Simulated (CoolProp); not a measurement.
Properties of n-octane along the isobar 0.939 MPa.

Model: reference Helmholtz-energy equation of state, Beckmüller 2019, in CoolProp.

| T (K) | phase | cp (kJ/(kg K)) | Joule-Thomson coefficient (K/MPa) |
|---|---|---|---|
| 485.4 | liquid | 3.113 | 0.1985 |
| 491.6 | liquid | 3.161 | 0.2718 |
| 497.8 | liquid | 3.213 | 0.3609 |
| 510.2 | gas | 2.854 | 18.15 |
| 516.5 | gas | 2.843 | 16.65 |
| 522.7 | gas | 2.838 | 15.39 |
| 528.9 | gas | 2.837 | 14.31 |
| 535.1 | gas | 2.840 | 13.37 |
| 541.4 | gas | 2.846 | 12.52 |
| 547.6 | gas | 2.853 | 11.78 |
| 553.8 | gas | 2.862 | 11.12 |
| 560 | gas | 2.872 | 10.53 |
| 566.3 | gas | 2.884 | 9.980 |
